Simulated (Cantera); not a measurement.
A freely propagating, adiabatic, planar premixed flame of CO : H2 : CH4 : O2 : N2 : CO2 = 1 : 1.5 : 0.13 : 1.72 : 6.45 : 1 (molar parts), unburnt at 623 K and 0.375 atm; multicomponent+Soret transport, grid criteria slope 0.08 and curve 0.16, no radiation.

Detailed kinetics in Cantera: GRI-Mech 3.0 (53 species, 325 reactions). Burning velocities carry a grid error of a few per cent, more on coarse grids.

Task: Predict: laminar burning velocity; thermal thickness; peak x(HO2); peak x(CH2CO); peak x(C2H).

Result: 
```
Item                         Value
------------------------  --------
laminar burning velocity  308 cm/s
thermal thickness          1.43 mm
peak x(HO2)               0.000115
peak x(CH2CO)              1.66e-7
peak x(C2H)                  <1e-8
```
